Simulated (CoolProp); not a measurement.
Vapour-liquid equilibrium of methanol (1) + water (2) at 0.126 MPa; x and y are mole fractions of (1).

Model: multi-fluid Helmholtz-energy mixture model, de Reuck 1993 and Wagner 2002; pair parameters Bell 2016, in CoolProp.

| x | bubble temperature, mixture model (°C) | bubble temperature, Raoult's law (°C) | y, mixture model | y, Raoult's law |
|---|---|---|---|---|
| 0.05 | [?] | 102.9 | [?] | 0.154 |
| 0.15 | 93.5 | 97.1 | 0.442 | 0.384 |
| 0.25 | 88.2 | 92.2 | 0.587 | 0.546 |
| 0.35 | 84.2 | 88.0 | [?] | 0.664 |
| 0.45 | [?] | 84.4 | 0.752 | 0.754 |
| 0.55 | 78.6 | 81.1 | [?] | 0.823 |
| 0.65 | 76.4 | 78.2 | 0.855 | 0.877 |
| 0.75 | [?] | 75.6 | [?] | 0.921 |
| 0.85 | 72.7 | 73.3 | 0.938 | 0.957 |
| 0.95 | 70.9 | 71.1 | [?] | 0.987 |

**Question.** Some entries are withheld; supply them.

**Answer.** 
- 0.05, bubble temperature, mixture model (°C): 101.0
- 0.05, y, mixture model: 0.197
- 0.35, y, mixture model: 0.683
- 0.45, bubble temperature, mixture model (°C): 81.2
- 0.55, y, mixture model: 0.808
- 0.75, bubble temperature, mixture model (°C): 74.5
- 0.75, y, mixture model: 0.897
- 0.95, y, mixture model: 0.979

The largest gap from Raoult's law is -4.0 K in bubble temperature, at x = 0.25. No azeotrope shows between x = 0.05 and 0.95.

Pair parameters are fitted to limited data, so mixtures are less certain than the pure fluids.
